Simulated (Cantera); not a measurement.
# Low-pressure radical oxidation in H2/O2

A perfectly stirred reactor is fed with H2 : O2 = 0.048 : 1 (molar parts), at 10.00 Torr; it is held at 1150 K, and followed from long to short residence time.

Detailed kinetics in Cantera: GRI-Mech 3.0 (53 species, 325 reactions). Radical loss at walls, strong at low pressure, is not modelled. The temperature is held fixed by assumption; the heat of reaction is taken as removed at once.

| τ (s) | x H2 | x O2 | x H2O2 | x H | x O |
|---|---|---|---|---|---|
| 0.81 | 0.000210 | 0.950 | 7.80e-8 | 0.000251 | 0.00301 |
| 0.35 | 0.000341 | 0.947 | 8.72e-8 | 0.000546 | 0.00497 |
| 0.15 | 0.000556 | 0.944 | 9.59e-8 | 0.00114 | 0.00796 |
| 0.065 | 0.000898 | 0.940 | 1.05e-7 | 0.00220 | 0.0119 |
| 0.028 | 0.00147 | 0.934 | 1.16e-7 | 0.00380 | 0.0163 |
| 0.012 | 0.00249 | 0.930 | 1.35e-7 | 0.00575 | 0.0197 |
| 0.0052 | 0.00439 | 0.928 | 1.68e-7 | 0.00751 | 0.0209 |
x: mole fraction; the columns are a selection and need not sum to one.
